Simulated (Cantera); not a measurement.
Cantera run, input and output.

```python
import numpy as np
import cantera as ct

gas = ct.Solution("h2o2.yaml")
gas.TPX = 1375, 80000, {'H2': 1, 'O2': 0.725, 'N2': 2.72}
reactor = ct.IdealGasConstPressureReactor(gas, energy="on", clone=False)
net = ct.ReactorNet([reactor])
net.rtol, net.atol = 1e-08, 1e-16
show = ['H2', 'O2', 'HO2', 'OH', 'H', 'H2O2']
times = np.geomspace(8e-06, 1, 16)

steps = ct.SolutionArray(gas, extra=["t"])
rows = []
print(f"{'t/s':>10s}{'T/K':>9s}{'P/Pa':>11s}" + "".join(f"{s:>11s}" for s in show))
for t in times:
    while net.time < t:
        t_next = net.step()
        steps.append(gas.state, t=t_next)
    rows.append([np.interp(t, steps.t, y) for y in (steps.T, steps.P, *steps(*show).X.T)])
    print(f"{t:10.3e}{rows[-1][0]:9.1f}{rows[-1][1]:11.4g}" + "".join(f"{x:11.3e}" for x in rows[-1][2:]))
rate = np.gradient(steps.T, steps.t)
print("integrator steps:", len(steps.t))
if steps.T.max() > steps.T[0] + 200:
    print(f"time of steepest temperature rise: {steps.t[rate.argmax()]:.4e} s")
gas.TPX = 1375, 80000, {'H2': 1, 'O2': 0.725, 'N2': 2.72}
gas.equilibrate("HP")
print(f"equilibrium (HP): T = {gas.T:.1f} K  " + "  ".join(f"{s} {gas[s].X[0]:.3e}" for s in show))
```

Result:

```
       t/s      T/K       P/Pa         H2         O2        HO2         OH          H       H2O2
 8.000e-06   1375.0      8e+04  2.250e-01  1.631e-01  5.206e-07  6.852e-07  4.963e-06  5.761e-09
 1.749e-05   1376.5      8e+04  2.225e-01  1.620e-01  3.286e-05  1.958e-04  1.366e-03  3.511e-07
 3.825e-05   1859.1      8e+04  3.335e-02  6.353e-02  2.016e-05  2.176e-02  6.052e-02  8.516e-07
 8.365e-05   2254.3      8e+04  2.781e-02  5.757e-02  9.821e-06  2.881e-02  2.890e-02  2.833e-07
 1.829e-04   2521.9      8e+04  1.920e-02  5.457e-02  7.919e-06  2.869e-02  1.263e-02  2.576e-07
 4.000e-04   2648.5      8e+04  1.365e-02  5.359e-02  1.023e-05  2.609e-02  6.735e-03  4.134e-07
 8.747e-04   2659.7      8e+04  1.311e-02  5.352e-02  1.060e-05  2.575e-02  6.279e-03  4.409e-07
 1.913e-03   2659.7      8e+04  1.311e-02  5.352e-02  1.060e-05  2.575e-02  6.278e-03  4.409e-07
 4.183e-03   2659.7      8e+04  1.311e-02  5.352e-02  1.060e-05  2.575e-02  6.278e-03  4.409e-07
 9.146e-03   2659.7      8e+04  1.311e-02  5.352e-02  1.060e-05  2.575e-02  6.278e-03  4.409e-07
 2.000e-02   2659.7      8e+04  1.311e-02  5.352e-02  1.060e-05  2.575e-02  6.278e-03  4.409e-07
 4.373e-02   2659.7      8e+04  1.311e-02  5.352e-02  1.060e-05  2.575e-02  6.278e-03  4.409e-07
 9.564e-02   2659.7      8e+04  1.311e-02  5.352e-02  1.060e-05  2.575e-02  6.278e-03  4.409e-07
 2.091e-01   2659.7      8e+04  1.311e-02  5.352e-02  1.060e-05  2.575e-02  6.278e-03  4.409e-07
 4.573e-01   2659.7      8e+04  1.311e-02  5.352e-02  1.060e-05  2.575e-02  6.278e-03  4.409e-07
 1.000e+00   2659.7      8e+04  1.311e-02  5.352e-02  1.060e-05  2.575e-02  6.278e-03  4.409e-07
integrator steps: 1138
time of steepest temperature rise: 2.5859e-05 s
equilibrium (HP): T = 2659.7 K  H2 1.311e-02  O2 5.352e-02  HO2 1.060e-05  OH 2.575e-02  H 6.278e-03  H2O2 4.409e-07
```

Cantera simulation using the H2/O2 subset of GRI-Mech 3.0, which has no nitrogen chemistry; the numbers are that mechanism's predictions, not measurements.
